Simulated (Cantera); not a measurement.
An adiabatic, constant-pressure homogeneous reactor starts with CH₄ : H₂ : O₂ : N₂ : H₂O = 1 : 1.2 : 3.13 : 11.8 : 0.041 (molar parts), equivalence ratio 0.83, at 1523 K and 9750 Torr.

Computed with Cantera and GRI-Mech 3.0 (53 species, 325 reactions). The pressure lies above the range GRI-Mech 3.0 was tuned for (to about 10 atm).

Problem. Predict: time of steepest temperature rise; temperature at 0.800 s; equilibrium temperature; x(H₂) at 0.800 s; x(O₂) at 0.800 s; x(HCN) at 0.800 s; x(HO₂) at 0.800 s; x(OH) at 0.800 s.

Solution. 
| Property | Value |
|---|---|
| time of steepest temperature rise | 11.8 µs |
| temperature at 0.800 s | 2864 K |
| equilibrium temperature | 2864 K |
| x(H₂) at 0.800 s | 0.00780 (gas-phase equilibrium 0.00780) |
| x(O₂) at 0.800 s | 0.0300 (gas-phase equilibrium 0.0300) |
| x(HCN) at 0.800 s | 1.26e-9 (gas-phase equilibrium 1.26e-9) |
| x(HO₂) at 0.800 s | 1.91e-5 (gas-phase equilibrium 1.91e-5) |
| x(OH) at 0.800 s | 0.0167 (gas-phase equilibrium 0.0167) |
